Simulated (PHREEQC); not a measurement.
Make-up at 30 °C: 0.022 mol HF, 0.24 mol NaF and 0.088 mol H3PO4 per kg of water. Closed to the air; pH follows from the charge balance.

The numbers come from PHREEQC with the ion-association model, phreeqc.dat.

**Question.** The ionic strength comes out as 0.233 mol/kgw. What activity coefficients do HF2-, HPO4-2, Na+, F-, NaHPO4- get?

**Answer.** HF2- 0.74, HPO4-2 0.28, Na+ 0.74, F- 0.69, NaHPO4- 0.73.

This is a speciation only: nothing precipitates in the calculation.
